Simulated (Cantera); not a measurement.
# Premixed flame

A freely propagating, adiabatic, planar premixed flame of CH₄ : O₂ : N₂ = 1 : 1.67 : 6.27 (molar parts), unburnt at 625 K and 4.15 atm; mixture-averaged transport, grid criteria slope 0.08 and curve 0.16, no radiation.

Detailed kinetics in Cantera: GRI-Mech 3.0 (53 species, 325 reactions). Burning velocities carry a grid error of a few per cent, more on coarse grids.

```
z (mm)   T (K)  u (m/s)     x CH₄      x O₂    x C₂H₄    x C₂H₂      x NO     x HO₂
-------  -----  -------  --------  --------  --------  --------  --------  --------
-0.343     626    0.791     0.112     0.186   1.08e-7   3.05e-8     <1e-8   1.47e-7
-0.229     632    0.801     0.111     0.185   1.95e-6   5.32e-7   3.77e-8   1.86e-6
-0.172     649    0.827     0.109     0.184   9.51e-6   2.54e-6   1.58e-7   7.40e-6
-0.114     753    0.968     0.101     0.175   8.69e-5   2.25e-5   1.22e-6   4.63e-5
-0.0572   1215     1.59    0.0666     0.132  0.000703  0.000186   1.04e-5  0.000152
-0.0286   1629     2.15    0.0349    0.0867   0.00126  0.000452   2.25e-5  0.000170
0         2000     2.66   0.00818    0.0395  0.000606  0.000706   4.22e-5   6.92e-5
0.0286    2164     2.88  0.000704    0.0142   3.29e-5  0.000203   6.99e-5   1.40e-5
0.0572    2213     2.93   3.82e-5   0.00605   4.18e-7   1.74e-5   9.09e-5   5.43e-6
0.114     2257     2.98   1.82e-7   0.00268     <1e-8   1.34e-7  0.000108   2.71e-6
0.229     2300     3.03     <1e-8   0.00144     <1e-8     <1e-8  0.000117   1.40e-6
0.457     2336     3.07     <1e-8  0.000675     <1e-8     <1e-8  0.000125   5.77e-7
0.915     2357     3.09     <1e-8  0.000294     <1e-8     <1e-8  0.000132   2.11e-7
```
x: mole fraction of selected species; z is measured from the peak of heat release.

| Item | Value |
|---|---|
| laminar burning velocity | 78.9 cm/s |
| thermal thickness | 0.114 mm |
| peak x(C₂H₄) | 0.00127 |
| peak x(C₂H₂) | 0.000721 |
| peak x(HO₂) | 0.000177 |
| grid points | 151 |
